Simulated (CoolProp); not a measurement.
The fluid at 427.29 K and 2.1 MPa is throttled through a valve to 0.351 MPa with no heat exchange. The same conditions are run with several fluids, on thermodynamics alone (safety and materials aside).

Values from CoolProp's reference Helmholtz-energy equation of state of each fluid (carbonyl sulfide: Lemmon 2006; propane: Lemmon 2009; R152A: Outcalt 1996; cyclopropane: Polt 1992; R13: Platzer 1990). The equations of Platzer and Polt are older, rougher fits.

Q: Rank carbonyl sulfide, propane, R152A, cyclopropane, R13 by temperature change (K), highest first.

A: R13 (-8.0), propane (-11.5), cyclopropane (-12.5), carbonyl sulfide (-16.2), R152A (-16.4)

```tsv
fluid	final density (kg/m³)
carbonyl sulfide	6.26
propane	4.57
R152A	6.95
cyclopropane	4.37
R13	10.6
```
